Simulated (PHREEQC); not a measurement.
Model water analysis in mg/L, 25 °C, pH 3.11, pe 9.7:

| constituent | mg/L |
|---|---|
| Na | 379 |
| K | 1.48 |
| Ca | 408 |
| Mg | 42.2 |
| Cl | 280 |
| S(6) as SO4 | 1580 |
| Br | 1.29 |
| Cu(2) | 2.26 |

Valence states are taken as typed.

Model: ion-association model, wateq4f.dat, run in PHREEQC.

```json
{
 "ionic_strength": "0.0520 mol/kgw",
 "total_alkalinity": "-1.42 meq/kg",
 "charge_balance_error": "1.6 %"
}
```

```json
[
 {"species": "Na+", "molality": "0.0161", "activity": "0.0132", "log γ": "-0.086"},
 {"species": "SO4-2", "molality": "0.0116", "activity": "0.00528", "log γ": "-0.341"},
 {"species": "Cl-", "molality": "0.00792", "activity": "0.00642", "log γ": "-0.091"},
 {"species": "Ca+2", "molality": "0.00685", "activity": "0.00320", "log γ": "-0.330"},
 {"species": "CaSO4", "molality": "0.00334", "activity": "0.00338", "log γ": "0.005"},
 {"species": "Mg+2", "molality": "0.00110", "activity": "0.000526", "log γ": "-0.319"},
 {"species": "H+", "molality": "0.000911", "activity": "0.000776", "log γ": "-0.069"},
 {"species": "MgSO4", "molality": "0.000643", "activity": "0.000651", "log γ": "0.005"},
 {"species": "HSO4-", "molality": "0.000487", "activity": "0.000398", "log γ": "-0.087"},
 {"species": "NaSO4-", "molality": "0.000423", "activity": "0.000350", "log γ": "-0.083"},
 {"species": "K+", "molality": "3.66e-5", "activity": "2.97e-5", "log γ": "-0.091"},
 {"species": "Cu+2", "molality": "2.35e-5", "activity": "1.12e-5", "log γ": "-0.321"},
 {"species": "CaHSO4+", "molality": "1.87e-5", "activity": "1.54e-5", "log γ": "-0.087"},
 {"species": "Br-", "molality": "1.62e-5", "activity": "1.33e-5", "log γ": "-0.087"},
 {"species": "CuSO4", "molality": "1.19e-5", "activity": "1.21e-5", "log γ": "0.005"},
 {"species": "KSO4-", "molality": "1.33e-6", "activity": "1.10e-6", "log γ": "-0.083"}
]
```

This is a speciation only: nothing precipitates in the calculation. Species that the database lacks are ignored.
